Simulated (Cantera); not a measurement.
An isothermal, constant-pressure homogeneous reactor starts with CH₃OH : O₂ : N₂ = 0.0038 : 0.0021 : 1 (molar parts), at 1000 K and 8250 Torr. Integrator tolerance rtol = 1e-08.

Detailed kinetics in Cantera: GRI-Mech 3.0 (53 species, 325 reactions). GRI-Mech 3.0 was tuned for natural gas; its chemistry of methanol as a main component is partial and can be far from experiment.

Question: What does this change do: O2 0.0021 to 0.019 parts?

Answer: 
```tsv
quantity	before	after
x(CH₃OH) at 200 s	<1e-12 (gas-phase equilibrium <1e-12)	<1e-12 (gas-phase equilibrium <1e-12)
x(O₂) at 200 s	1.54e-12 (gas-phase equilibrium <1e-12)	0.0130 (gas-phase equilibrium 0.0130)
x(CO) at 200 s	0.00346 (gas-phase equilibrium 0.00216)	2.59e-7 (gas-phase equilibrium <1e-12)
x(C₂H₂) at 200 s	1.14e-12 (gas-phase equilibrium <1e-12)	<1e-12 (gas-phase equilibrium <1e-12)
x(C₂H) at 200 s	<1e-12 (gas-phase equilibrium <1e-12)	<1e-12 (gas-phase equilibrium <1e-12)
```

Question: What does this change do: 0.039 parts CH4 added?

Answer: 
```tsv
quantity	before	after
x(CH₃OH) at 200 s	<1e-12 (gas-phase equilibrium <1e-12)	2.55e-8 (gas-phase equilibrium 6.06e-12)
x(O₂) at 200 s	1.54e-12 (gas-phase equilibrium <1e-12)	<1e-12 (gas-phase equilibrium <1e-12)
x(CO) at 200 s	0.00346 (gas-phase equilibrium 0.00216)	0.00504 (gas-phase equilibrium 0.00755)
x(C₂H₂) at 200 s	1.14e-12 (gas-phase equilibrium <1e-12)	3.57e-6 (gas-phase equilibrium 3.13e-7)
x(C₂H) at 200 s	<1e-12 (gas-phase equilibrium <1e-12)	<1e-12 (gas-phase equilibrium <1e-12)
```
GRI-Mech 3.0 stops at C3 and has no aromatics, soot or wall deposition, so with more carbon than oxygen in the feed, carbon stays in small species such as C2H2 where larger ones or solid carbon would form.
